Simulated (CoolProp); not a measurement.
Properties of cis-2-butene along the isobar 3360 kPa.

Values from CoolProp's reference Helmholtz-energy equation of state, Lemmon 2005. It is a short technical equation, of lower accuracy than the large ones.

| T (°C) | phase | density (kg/m³) | cp (kJ/(kg K)) | cv (kJ/(kg K)) | Joule-Thomson coefficient (K/MPa) |
|---|---|---|---|---|---|
| -74.05 | liquid | 725.0 | 1.980 | 1.339 | -0.5025 |
| -62.95 | liquid | 713.7 | 1.990 | 1.346 | -0.4932 |
| -51.85 | liquid | 702.4 | 2.005 | 1.357 | -0.4814 |
| -40.75 | liquid | 691.0 | 2.025 | 1.372 | -0.4673 |
| -29.65 | liquid | 679.5 | 2.049 | 1.390 | -0.4506 |
| -18.45 | liquid | 667.8 | 2.077 | 1.411 | -0.4310 |
| -7.35 | liquid | 656.0 | 2.109 | 1.435 | -0.4088 |
| 3.75 | liquid | 644.0 | 2.145 | 1.460 | -0.3834 |
| 14.85 | liquid | 631.7 | 2.185 | 1.488 | -0.3543 |
